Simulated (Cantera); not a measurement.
A jet of 2.66 % CH4, 6.12 % O2, 91.2 % N2, equivalence ratio 0.87 at 300 K and 4800 Pa hits a platinum plate 9.2 cm away at a mass flux of 0.13 kg/m²/s; the plate temperature is set and raised in steps from an oxygen-covered start.

Cantera simulation using Deutschmann's 1995 Pt surface mechanism with GRI-Mech 3.0 gas chemistry; the numbers are that mechanism's predictions, not measurements. Catalytic surfaces can have several steady states; this one follows from the mechanism file's or the stated starting coverage.

One state of this run: wall x CH4 = 0.00960; wall x O2 = 0.0253; wall x H2O = 0.0315; wall x OH = 2.54e-7; wall x CO = 9.57e-6; wall x CO2 = 0.0207; θ free Pt = 0.476; θ O* = 0.523. x: mole fraction at the wall; θ: surface coverage.

Which value of plate T (K) does it belong to?
A) 1000
B) 1150
C) 1200
D) 850

A, 1000
